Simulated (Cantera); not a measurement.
Pyrogenic steam for wet oxidation

A perfectly stirred reactor is fed with H₂ : O₂ : N₂ = 1.5 : 1 : 88 (molar parts), at 13300 Pa; it is held at 998 K, and followed from long to short residence time.

Model: the H2/O2 subset of GRI-Mech 3.0, which has no nitrogen chemistry, integrated in Cantera. Radical loss at walls, strong at low pressure, is not modelled.

| τ (s) | x H₂ | x O₂ | x H₂O₂ | x OH | x H₂O |
|---|---|---|---|---|---|
| 27 | 4.66e-5 | 0.00280 | 3.44e-8 | 1.19e-5 | 0.0167 |
| 8.3 | 9.86e-5 | 0.00283 | 3.91e-8 | 1.79e-5 | 0.0166 |
| 2.6 | 0.000202 | 0.00288 | 3.89e-8 | 2.68e-5 | 0.0165 |
| 0.80 | 0.000405 | 0.00300 | 3.56e-8 | 4.03e-5 | 0.0162 |
| 0.25 | 0.000781 | 0.00324 | 3.17e-8 | 5.95e-5 | 0.0156 |
| 0.077 | 0.00146 | 0.00372 | 2.89e-8 | 8.53e-5 | 0.0145 |
| 0.024 | 0.00264 | 0.00454 | 2.80e-8 | 0.000116 | 0.0127 |
| 0.0075 | 0.00478 | 0.00584 | 2.86e-8 | 0.000142 | 0.00991 |
x: mole fraction; the columns are a selection and need not sum to one.
